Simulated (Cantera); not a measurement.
Charge: 1 mol MgO, 0.18 mol SO2, 0.87 mol O2, 0.069 mol H2S, at 2.40 bar.

Cantera equilibrium calculation (NASA polynomials, part measured and part estimated; ideal gas, pure solids and liquids). Candidate condensed phases: H2O, H2SO4, Mg, MgO, Mg(OH)2, MgS, MgSO4, S; 26 gas species. Mutual solubility and eutectic melting of coexisting phases are not modelled. The numbers say what is thermodynamically allowed, not how fast it happens.

### Question
Which condensed phases are stable at each of these points (T (°C)): 450, 550, 650, 750, 850, 950, 1050, 1150, 1250, 1350, 1450, 1550?

### Answer
| T (°C) | condensed phases | Mg condensed (%) |
|---|---|---|
| 450 | MgO(s) + MgSO4(s) | 100.0 |
| 550 | MgO(s) + MgSO4(s) | 100.0 |
| 650 | MgO(s) + MgSO4(s) | 100.0 |
| 750 | MgO(s) + MgSO4(s) | 100.0 |
| 850 | MgO(s) + MgSO4(s) | 100.0 |
| 950 | MgO(s) + MgSO4(s) | 100.0 |
| 1050 | MgO(s) + MgSO4(s) | 100.0 |
| 1150 | MgO(s) | 100.0 |
| 1250 | MgO(s) | 100.0 |
| 1350 | MgO(s) | 100.0 |
| 1450 | MgO(s) | 100.0 |
| 1550 | MgO(s) | 100.0 |

From 450 °C to 1050 °C the condensed part is MgO(s) + MgSO4(s). From 1150 °C to 1550 °C the condensed part is MgO(s).
